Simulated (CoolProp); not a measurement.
A single-stage vapour-compression cycle with R11: evaporating at 304.15 K (dew point), condensing at 329.15 K (bubble point), superheat 0 K, subcooling 0 K, compressor efficiency 0.8, no pressure losses. Each further row changes one setting.

Values from CoolProp's reference Helmholtz-energy equation of state, Jacobsen 1992.

| case | cooling COP | pressure ratio | discharge temperature (K) | refrigerating effect (kJ/kg) | volumetric capacity (kJ/m³) |
|---|---|---|---|---|---|
| as stated | 8.98 | 2.15 | 336.5 | 156 | 1150 |
| evaporating temperature 309.15 K | 11.6 | 1.83 | 334.8 | ? | 1370 |
| condensing temperature 324.15 K | 11.4 | 1.87 | 330.3 | 161 | 1190 |
| subcooling 5 K | 9.25 | 2.15 | 336.5 | 161 | 1190 |
| superheat 10 K | 8.99 | 2.15 | 347.1 | 162 | 1160 |
| compressor efficiency 0.7 | ? | 2.15 | ? | 156 | 1150 |

Some entries are withheld; supply them.


- evaporating temperature 309.15 K, refrigerating effect (kJ/kg): 159
- compressor efficiency 0.7, cooling COP: 7.86
- compressor efficiency 0.7, discharge temperature (K): 340.3
